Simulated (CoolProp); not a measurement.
Saturated liquid density (kg/m³) of R22: the reference equation beside estimates from Tc = 369.3 K, pc = 4.990 MPa, ω = 0.221.

Computed with CoolProp (reference Helmholtz-energy equation of state, Kamei 1995).

```json
[
 {"T (K)": "223.4", "reference": "1435", "van der Waals": "863.3", "Soave-Redlich-Kwong": "…", "Peng-Robinson": "…"},
 {"T (K)": "234.4", "reference": "1403", "van der Waals": "845.1", "Soave-Redlich-Kwong": "1274", "Peng-Robinson": "1439"},
 {"T (K)": "245.5", "reference": "1370", "van der Waals": "…", "Soave-Redlich-Kwong": "1242", "Peng-Robinson": "1405"},
 {"T (K)": "256.5", "reference": "1336", "van der Waals": "805.9", "Soave-Redlich-Kwong": "…", "Peng-Robinson": "1369"},
 {"T (K)": "267.5", "reference": "1300", "van der Waals": "784.7", "Soave-Redlich-Kwong": "1173", "Peng-Robinson": "1329"},
 {"T (K)": "278.6", "reference": "1263", "van der Waals": "761.9", "Soave-Redlich-Kwong": "1133", "Peng-Robinson": "1285"},
 {"T (K)": "289.6", "reference": "1223", "van der Waals": "…", "Soave-Redlich-Kwong": "1091", "Peng-Robinson": "1238"},
 {"T (K)": "300.6", "reference": "…", "van der Waals": "711.8", "Soave-Redlich-Kwong": "1044", "Peng-Robinson": "1185"},
 {"T (K)": "311.7", "reference": "1135", "van der Waals": "683.2", "Soave-Redlich-Kwong": "…", "Peng-Robinson": "1125"},
 {"T (K)": "322.7", "reference": "1084", "van der Waals": "651.9", "Soave-Redlich-Kwong": "933.5", "Peng-Robinson": "1059"},
 {"T (K)": "333.7", "reference": "1027", "van der Waals": "616.5", "Soave-Redlich-Kwong": "867.1", "Peng-Robinson": "981.6"},
 {"T (K)": "344.7", "reference": "959.2", "van der Waals": "575.0", "Soave-Redlich-Kwong": "788.7", "Peng-Robinson": "889.9"}
]
```

Question: What belongs in the gaps?

Answer: 
- 223.4, Soave-Redlich-Kwong: 1302
- 223.4, Peng-Robinson: 1470
- 245.5, van der Waals: 825.9
- 256.5, Soave-Redlich-Kwong: 1209
- 289.6, van der Waals: 737.8
- 300.6, reference: 1181
- 311.7, Soave-Redlich-Kwong: 991.7

Absolute difference from the reference over all 12 rows, mean and median: van der Waals 39.8 and 39.7 %, Soave-Redlich-Kwong 11.6 and 10.5 %, Peng-Robinson 2.5 and 2.4 %.
